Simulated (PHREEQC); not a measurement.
Dissolve 0.0032 mol/kgw NaHSO4 and 0.19 mol/kgw Na2HPO4 at 25 °C. Closed to the air; pH follows from the charge balance.

Computed with PHREEQC (ion-association model, phreeqc.dat).

```tsv
quantity	before	after
pH	8.37	8.60
ionic strength (mol/kgw)	0.522	0.111
Na+ (mol/kgw)	0.357	0.0747
```

**Question.** What was changed between the two runs?
(A) Na2HPO4 replaced by NaBF4 at the same molality
(B) diluted 5-fold with water
(C) temperature from 25 to 85 °C
(D) NaHSO4 left out
(E) temperature from 25 to 5 °C

**Answer.** B, diluted 5-fold with water

No solid was allowed to form.
